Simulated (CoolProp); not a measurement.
Vapour-liquid equilibrium of R113 (1) + n-heptane (2) at 267.7 K; x and y are mole fractions of (1).

Model: multi-fluid Helmholtz-energy mixture model, Marx 1992 and Span 2003; pair parameters Bell 2016, in CoolProp.

```
x      bubble pressure (MPa)  y at the bubble point  dew pressure at overall composition x (MPa)  liquid density (mol/L)
-----  ---------------------  ---------------------  -------------------------------------------  ----------------------
0.05                0.001844                  0.443                                     0.001132                   7.105
0.125               0.002934                  0.676                                     0.001222                   7.211
0.2                 0.003945                  0.778                                     0.001328                   7.320
0.275               0.004873                    [?]                                     0.001453                   7.432
0.35                0.005718                  0.872                                     0.001605                   7.547
0.425               0.006491                  0.897                                     0.001792                   7.666
0.5                 0.007201                  0.917                                     0.002028                   7.788
0.575               0.007862                  0.932                                     0.002335                   7.914
0.65                0.008491                  0.946                                     0.002751                   8.045
0.725               0.009104                    [?]                                     0.003346                     [?]
0.8                 0.009716                  0.969                                     0.004259                   8.320
0.875                0.01034                  0.980                                     0.005812                   8.466
0.95                 0.01101                  0.992                                     0.008705                   8.618
```

Q: Some entries are withheld; supply them.

A: 
- 0.275, y at the bubble point: 0.835
- 0.725, y at the bubble point: 0.958
- 0.725, liquid density (mol/L): 8.180

No azeotrope shows between x = 0.05 and 0.95.

Pair parameters are fitted to limited data, so mixtures are less certain than the pure fluids.
